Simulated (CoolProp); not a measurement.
Aqueous potassium formate as a coolant, at -6 °C, 1 atm.

Values from CoolProp's Melinder's fits for secondary coolants.

```
mass %  freezing point (°C)  conductivity (W/(m K))  cp (kJ/(kg K))  Prandtl number  viscosity (mPa s)
------  -------------------  ----------------------  --------------  --------------  -----------------
13.6                   -7.1                   0.535           3.666            17.0               2.48
18.6                  -10.6                   0.528           3.477            17.4               2.64
23.7                    [?]                     [?]           3.298            18.2                [?]
28.8                  -19.8                   0.511           3.134            19.2               3.13
33.8                  -25.8                   0.501           2.990             [?]               3.40
38.9                  -33.2                   0.489             [?]             [?]                [?]
```

Q: Complete the blanks.

A: 
- 23.7, freezing point (°C): -14.7
- 23.7, conductivity (W/(m K)): 0.520
- 23.7, viscosity (mPa s): 2.87
- 33.8, Prandtl number: 20.3
- 38.9, cp (kJ/(kg K)): 2.859
- 38.9, Prandtl number: 21.9
- 38.9, viscosity (mPa s): 3.74
